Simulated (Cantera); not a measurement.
A Cantera script and its output.

```python
import numpy as np
import cantera as ct

gas = ct.Solution("gri30.yaml")
gas.TPX = 1350, 520000, {'CH3OH': 1, 'O2': 0.789, 'N2': 2.97, 'CO2': 0.13}
reactor = ct.IdealGasConstPressureReactor(gas, energy="on", clone=False)
net = ct.ReactorNet([reactor])
net.rtol, net.atol = 1e-08, 1e-16
show = ['CH3OH', 'O2', 'CO2', 'NO', 'OH']
times = np.geomspace(1e-05, 0.2, 12)

steps = ct.SolutionArray(gas, extra=["t"])
rows = []
print(f"{'t/s':>10s}{'T/K':>9s}{'P/Pa':>11s}" + "".join(f"{s:>11s}" for s in show))
for t in times:
    while net.time < t:
        t_next = net.step()
        steps.append(gas.state, t=t_next)
    rows.append([np.interp(t, steps.t, y) for y in (steps.T, steps.P, *steps(*show).X.T)])
    print(f"{t:10.3e}{rows[-1][0]:9.1f}{rows[-1][1]:11.4g}" + "".join(f"{x:11.3e}" for x in rows[-1][2:]))
rate = np.gradient(steps.T, steps.t)
print("integrator steps:", len(steps.t))
if steps.T.max() > steps.T[0] + 200:
    print(f"time of steepest temperature rise: {steps.t[rate.argmax()]:.4e} s")
gas.TPX = 1350, 520000, {'CH3OH': 1, 'O2': 0.789, 'N2': 2.97, 'CO2': 0.13}
gas.equilibrate("HP")
print(f"equilibrium (HP): T = {gas.T:.1f} K  " + "  ".join(f"{s} {gas[s].X[0]:.3e}" for s in show))
```

Output:

```
       t/s      T/K       P/Pa      CH3OH         O2        CO2         NO         OH
 1.000e-05   1350.0    5.2e+05  2.045e-01  1.614e-01  2.659e-02  2.712e-16  1.060e-08
 2.460e-05   1350.0    5.2e+05  2.044e-01  1.613e-01  2.659e-02  7.547e-16  1.667e-08
 6.053e-05   1350.2    5.2e+05  2.041e-01  1.611e-01  2.659e-02  2.897e-15  5.563e-08
 1.489e-04   1353.9    5.2e+05  2.007e-01  1.595e-01  2.655e-02  3.955e-14  5.382e-07
 3.664e-04   2512.3    5.2e+05  5.353e-13  4.582e-05  5.034e-02  3.180e-05  1.859e-03
 9.016e-04   2513.2    5.2e+05  5.364e-13  4.254e-05  5.032e-02  5.913e-05  1.798e-03
 2.218e-03   2512.8    5.2e+05  5.374e-13  4.232e-05  5.030e-02  1.192e-04  1.793e-03
 5.458e-03   2512.1    5.2e+05  5.391e-13  4.198e-05  5.028e-02  2.114e-04  1.785e-03
 1.343e-02   2511.8    5.2e+05  5.400e-13  4.181e-05  5.026e-02  2.583e-04  1.781e-03
 3.304e-02   2511.8    5.2e+05  5.401e-13  4.180e-05  5.026e-02  2.608e-04  1.781e-03
 8.129e-02   2511.8    5.2e+05  5.401e-13  4.180e-05  5.026e-02  2.608e-04  1.781e-03
 2.000e-01   2511.8    5.2e+05  5.401e-13  4.180e-05  5.026e-02  2.608e-04  1.781e-03
integrator steps: 1991
time of steepest temperature rise: 2.3133e-04 s
equilibrium (HP): T = 2511.8 K  CH3OH 5.538e-13  O2 4.180e-05  CO2 5.026e-02  NO 2.608e-04  OH 1.781e-03
```

Detailed kinetics in Cantera: GRI-Mech 3.0 (53 species, 325 reactions). GRI-Mech 3.0 was tuned for natural gas; its chemistry of methanol as a main component is partial and can be far from experiment.
